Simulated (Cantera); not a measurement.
A perfectly stirred reactor is fed with CH₄ : H₂ = 0.029 : 1 (molar parts), at 2000 Pa; it is held at 1775 K, and followed from long to short residence time.

Detailed kinetics in Cantera: GRI-Mech 3.0 (53 species, 325 reactions). GRI-Mech 3.0 stops at C3 and has no aromatics, soot or wall deposition, so with more carbon than oxygen in the feed, carbon stays in small species such as C2H2 where larger ones or solid carbon would form. Radical loss at walls, strong at low pressure, is not modelled.

x: mole fraction; the columns are a selection and need not sum to one.

```tsv
τ (s)	x CH₄	x H₂	x CH₂	x C₂H	x C₂H₆	x CH₃	x H
4.7	0.00469	0.982	3.62e-7	1.69e-7	1.11e-7	0.000180	0.00187
1.7	(withheld)	0.980	(withheld)	(withheld)	(withheld)	(withheld)	0.00177
0.65	0.0117	0.978	6.83e-7	1.03e-7	6.02e-7	0.000402	0.00166
0.24	0.0171	0.976	8.07e-7	6.17e-8	1.13e-6	0.000534	0.00151
0.090	(withheld)	0.973	7.86e-7	(withheld)	(withheld)	(withheld)	(withheld)
0.033	0.0262	0.972	5.10e-7	5.08e-9	1.43e-6	0.000524	0.000964
0.012	0.0277	0.971	1.47e-7	2.24e-10	5.46e-7	0.000282	0.000490
0.0046	0.0281	0.972	2.54e-8	3.08e-12	1.10e-7	0.000116	0.000199
```

Question: Complete the blanks.

Answer: 
- 1.7, x CH₄: 0.00766
- 1.7, x CH₂: 5.21e-7
- 1.7, x C₂H: 1.40e-7
- 1.7, x C₂H₆: 2.78e-7
- 1.7, x CH₃: 0.000279
- 0.090, x CH₄: 0.0224
- 0.090, x C₂H: 2.59e-8
- 0.090, x C₂H₆: 1.61e-6
- 0.090, x CH₃: 0.000607
- 0.090, x H: 0.00131
